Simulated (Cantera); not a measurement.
A Cantera script and what it prints.

```python
import numpy as np
import cantera as ct

gas_names = [...]  # 113 gases of nasa_gas.yaml made of C, H, O, Ti
cond_names = """
    C(gr) C6H6(L) C7H8(L) C8H18(L),n-octa H2O(s) H2O(L) Ti(a) Ti(b) Ti(L) TiC(s) TiC(L) TiO(a) TiO(b)
    TiO(L) TiO2(ru) TiO2(L) Ti2O3(a) Ti2O3(b) Ti2O3(L) Ti3O5(a) Ti3O5(b) Ti3O5(L) Ti4O7(s) Ti4O7(L)
""".split()


# ... load() reads the species with a 1 bar reference pressure and builds the phases ...
atoms = {
    'Ti(OiPr)4': {'Ti': 1, 'C': 12, 'H': 28, 'O': 4},
    'H2O': {'H': 2, 'O': 1},
    'H2': {'H': 2},
    'O2': {'O': 2},
}
top_T = {'C(gr)': 4500}  # K; cautious upper limits of use, not melting points


# ... equilibrate(T, P, feed) seeds the gas with the atoms and calls Mixture.equilibrate('TP', solver="vcs", rtol=1e-11, max_steps=5000) ...
results = []
feed = {'Ti(OiPr)4': 1, 'H2O': 0.1, 'H2': 170, 'O2': 0.89}  # mol
T = 1925  # K
P = 350  # Pa
mix = equilibrate(T, P, feed)
results.append((T, P, feed, dict(zip(mix.species_names, mix.species_moles))))
print(gas.report(threshold=1e-05))
for i in range(1, mix.n_phases):
    print(f"{mix.phase(i).name:16s} {mix.phase_moles(i):12.5e} mol")
```

Result:

```
       temperature   1925 K
          pressure   350 Pa
           density   6.1422e-05 kg/m^3
  mean mol. weight   2.8088 kg/kmol
   phase of matter   gas

                          1 kg             1 kmol
                     ---------------   ---------------
          enthalpy        1.7961e+07        5.0448e+07  J
   internal energy        1.2262e+07        3.4443e+07  J
           entropy             84627         2.377e+05  J/K
    Gibbs function       -1.4495e+08       -4.0713e+08  J
 heat capacity c_p             12041             33821  J/K
 heat capacity c_v            9080.9             25506  J/K

                      mass frac. Y      mole frac. X     chem. pot. / RT
                     ---------------   ---------------   ---------------
                CO           0.30621          0.030707           -43.617
    C2H2,acetylene         0.0040456        0.00043641           -30.431
                 H         0.0056615          0.015776           -12.531
                H2           0.68406           0.95308           -25.062
     [ +109 minor]        1.6241e-05        2.5221e-06

C(gr)             4.95233e+00 mol
Ti(b)             0.00000e+00 mol
TiC(s)            9.99991e-01 mol
TiO(b)            0.00000e+00 mol
TiO2(ru)          0.00000e+00 mol
Ti2O3(b)          0.00000e+00 mol
Ti3O5(b)          0.00000e+00 mol
Ti4O7(s)          0.00000e+00 mol
```

Cantera equilibrium calculation (NASA polynomials, part measured and part estimated; ideal gas, pure solids and liquids). The feed counts by its element totals alone. TiC: taken at fixed stoichiometry.
